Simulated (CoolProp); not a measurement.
Properties of sulfur dioxide along the isotherm 39.55 °C (Tc = 157.5 °C, pc = 7887 kPa, ω = 0.256).

Values from CoolProp's reference Helmholtz-energy equation of state, Gao 2016.

| p (kPa) | phase | Z | cp (kJ/(kg K)) | cv (kJ/(kg K)) | speed of sound (m/s) | Joule-Thomson coefficient (K/MPa) | isothermal compressibility (1/MPa) |
|---|---|---|---|---|---|---|---|
| 2690 | liquid | 0.04983 | 1.408 | 0.8065 | 826.9 | -0.1638 | 0.001920 |
| 5380 | liquid | 0.09916 | 1.397 | 0.8048 | 845.0 | -0.1762 | 0.001819 |
| 8080 | liquid | 0.1482 | 1.387 | 0.8033 | 862.2 | -0.1874 | 0.001729 |
| 10800 | liquid | 0.1972 | 1.377 | 0.8020 | 878.7 | -0.1976 | 0.001649 |
| 13500 | liquid | 0.2454 | 1.369 | 0.8009 | 894.2 | -0.2068 | 0.001577 |
| 16200 | liquid | 0.2933 | 1.361 | 0.8000 | 909.2 | -0.2153 | 0.001513 |
| 18800 | liquid | 0.3391 | 1.355 | 0.7993 | 922.9 | -0.2228 | 0.001456 |
| 21500 | liquid | 0.3863 | 1.348 | 0.7987 | 936.7 | -0.2300 | 0.001403 |
| 24200 | liquid | 0.4332 | 1.342 | 0.7981 | 950.0 | -0.2367 | 0.001353 |
| 26900 | liquid | 0.4798 | 1.336 | 0.7977 | 962.8 | -0.2429 | 0.001308 |
| 29600 | liquid | 0.5261 | 1.331 | 0.7974 | 975.1 | -0.2487 | 0.001266 |
| 32300 | liquid | 0.5721 | 1.326 | 0.7972 | 987.1 | -0.2541 | 0.001227 |
| 35000 | liquid | 0.6179 | 1.321 | 0.7970 | 998.7 | -0.2592 | 0.001191 |
